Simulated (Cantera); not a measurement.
Input: 1 mol BCl3, 1.9 mol N2, equilibrated at 72.0 Torr.

Equilibrium computed with Cantera from the NASA thermochemical tables; the gas is ideal and each condensed phase is pure. Candidate condensed phases: B, BN; 10 gas species. N2 is the only nitrogen source here; it is nearly inert below about 1500 K, so the nitride shown seldom forms there in practice. The tables' values for BCl2 are old estimates; treat these amounts as uncertain. The numbers say what is thermodynamically allowed, not how fast it happens. All values below are at 1473 K.

Base state: N2 0.655, BCl3 0.345, Cl 0.000363, BCl2 0.000116 (mole fractions); condensed: BN(s).

**Question.** What changes in the equilibrium state with this change: BCl3 replaced by B2H6?

**Answer.** 
| species | before | after |
|---|---|---|
| H2 | 0 | 0.769 |
| N2 | 0.655 | 0.231 |
| H | 0 | 3.58e-5 |
| BCl3 | 0.345 | 0 |
| Cl | 0.000363 | 0 |
| BCl2 | 0.000116 | 0 |
| BN(s), mol | 0.000248 | 2.00 |
The feed counts by its element totals alone.

**Question.** What changes in the equilibrium state with this change: BCl3 replaced by borazine?

**Answer.** 
```csv
species,before,after
H2,0,0.612
N2,0.655,0.388
H,0,3.19e-5
BCl3,0.345,0
Cl,0.000363,0
BCl2,0.000116,0
"BN(s), mol",0.000248,3.00
```
The feed counts by its element totals alone.
